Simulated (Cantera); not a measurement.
Input: 1 mol MgO, 0.52 mol CH4, 4.3 mol H2, at 2373 K and 380000 Pa.

Method: chemical equilibrium by Gibbs-energy minimisation in Cantera with the NASA 1993 tables (ideal gas, pure condensed phases). Candidate condensed phases: C, C6H6, C7H8, C8H18, H2O, Mg, MgCO3, MgO, Mg(OH)2; 116 gas species. The tables' values for MgH are old estimates; treat these amounts as uncertain. The numbers say what is thermodynamically allowed, not how fast it happens.

Base state: H2 0.824, Mg 0.0819, CO 0.0810, H 0.00650, H2O 0.00350, MgH 0.00273, MgOH 0.000225, CO2 5.90e-5 (mole fractions); condensed: MgO(s).

### Question
What changes in the equilibrium state with this change: MgO replaced by CuO?

### Answer
```csv
species,before,after
H2,0.824,0.808
CO,0.0810,0.0852
H2O,0.00350,0.0784
Mg,0.0819,0
Cu,0,0.0207
MgH,0.00273,0
Cu2,0,0.000243
MgOH,0.000225,0
CO2,5.90e-5,0.00142
OH,4.90e-6,0.000111
"MgO(s), mol",0.456,0
"Cu(l), mol",0,0.873
```
Further candidate phases: Cu, CuO, Cu(OH)2, Cu2O.
